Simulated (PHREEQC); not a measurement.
Solution (10 °C): 0.0041 mol/kgw KH2PO4 and 0.087 mol/kgw KOH. Closed to the air; pH follows from the charge balance.

The numbers come from PHREEQC with the ion-association model, phreeqc.dat.

Q: The ionic strength comes out as 0.103 mol/kgw. What activity coefficients do OH-, HPO4-2, K+, PO4-3, KHPO4- get?

A: OH- 0.76, HPO4-2 0.38, K+ 0.77, PO4-3 0.097, KHPO4- 0.79.

No solid was allowed to form. Species that the database lacks are ignored. Constants without temperature data keep their 25 °C values here.
